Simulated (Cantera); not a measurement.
# Ignition delay

Mixture: 15.6 % H2, 16.2 % O2, 68.2 % N2, equivalence ratio 0.48, at 0.440 bar, adiabatic and at constant volume. Ignition delay is the time to a rise of 400 K.

Computed with Cantera and the H2/O2 subset of GRI-Mech 3.0, which has no nitrogen chemistry. Where the delays flatten at high temperature, the 400 K rule measures the pace of heat release, not the induction time.

| T0 (K) | delay (ms) |
|---|---|
| 1075 | 0.241 |
| 1150 | 0.158 |
| 1225 | 0.116 |
| 1300 | 0.0934 |
| 1375 | 0.0822 |
| 1450 | 0.0778 |
| 1525 | 0.0781 |
| 1600 | 0.0819 |
